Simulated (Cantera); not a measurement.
A closed system holds: 1 mol C₂H₂, 0.51 mol H₂, at 827 °C and 4880 Torr.

Equilibrium computed with Cantera from the NASA thermochemical tables; the gas is ideal and each condensed phase is pure. Candidate condensed phases: C, C₆H₆, C₇H₈, C₈H₁₈; 76 gas species. Equilibrium is a limit: real reactors are often held back by kinetics, nucleation or transport.

Base state: H₂ 0.837, CH₄ 0.163, C₂H₆ 1.25e-5 (mole fractions); condensed: C(graphite).

Q: What changes in the equilibrium state with this change: temperature from 827 °C to 2677 °C?

A: 
```tsv
species	before	after
H₂	0.837	0.899
H	9.28e-9	0.0502
C₂H₂ (acetylene)	1.11e-8	0.0482
CH₄	0.163	0.000432
C₄H₂	<1e-9	0.00108
C₂H	<1e-9	0.000431
C₂H₂ (vinylidene)	<1e-9	0.000135
CH₂	<1e-9	4.99e-5
C₃H₃ (propargyl)	<1e-9	4.98e-5
C(graphite), mol	1.79	1.84
```
